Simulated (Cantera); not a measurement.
**Ammonia decomposition in nitride growth gas**

A perfectly stirred reactor is fed with 19.6 % NH3, 80.4 % N2, at 0.0360 bar; it is held at 2373 K, and followed from long to short residence time.

Model: the gas-phase N/H chemistry of the illustrative SiF4/NH3 mechanism in the Surface Chemkin manual (1991), integrated in Cantera. Walls and surfaces, which speed up NH3 decomposition in real reactors, are not modelled.

```json
[
 {"τ (s)": "6.4", "x NH3": "4.80e-5", "x N2H4": "<1e-12", "x NH": "1.56e-5", "x N2": "0.748", "x N2H2": "2.54e-9", "x NH2": "1.09e-5", "x H2": "0.235"},
 {"τ (s)": "2.5", "x NH3": "0.00104", "x N2H4": "5.23e-12", "x NH": "2.34e-5", "x N2": "0.753", "x N2H2": "2.78e-8", "x NH2": "6.29e-5", "x H2": "0.242"},
 {"τ (s)": "0.96", "x NH3": "0.00488", "x N2H4": "3.44e-11", "x NH": "3.21e-5", "x N2": "0.754", "x N2H2": "1.05e-7", "x NH2": "0.000161", "x H2": "0.238"},
 {"τ (s)": "0.37", "x NH3": "0.0138", "x N2H4": "1.39e-10", "x NH": "4.46e-5", "x N2": "0.757", "x N2H2": "3.04e-7", "x NH2": "0.000324", "x H2": "0.227"},
 {"τ (s)": "0.14", "x NH3": "0.0330", "x N2H4": "4.77e-10", "x NH": "6.07e-5", "x N2": "0.762", "x N2H2": "8.02e-7", "x NH2": "0.000600", "x H2": "0.203"},
 {"τ (s)": "0.056", "x NH3": "0.0650", "x N2H4": "1.29e-9", "x NH": "7.63e-5", "x N2": "0.770", "x N2H2": "1.75e-6", "x NH2": "0.000988", "x H2": "0.163"},
 {"τ (s)": "0.022", "x NH3": "0.109", "x N2H4": "2.93e-9", "x NH": "8.63e-5", "x N2": "0.781", "x N2H2": "3.18e-6", "x NH2": "0.00149", "x H2": "0.108"},
 {"τ (s)": "0.0084", "x NH3": "0.150", "x N2H4": "5.46e-9", "x NH": "8.35e-5", "x N2": "0.792", "x N2H2": "4.60e-6", "x NH2": "0.00203", "x H2": "0.0558"},
 {"τ (s)": "0.0033", "x NH3": "0.176", "x N2H4": "8.04e-9", "x NH": "6.75e-5", "x N2": "0.798", "x N2H2": "5.05e-6", "x NH2": "0.00246", "x H2": "0.0234"},
 {"τ (s)": "0.0013", "x NH3": "0.188", "x N2H4": "8.24e-9", "x NH": "4.51e-5", "x N2": "0.802", "x N2H2": "3.94e-6", "x NH2": "0.00249", "x H2": "0.00780"}
]
```
x: mole fraction; the columns are a selection and need not sum to one.
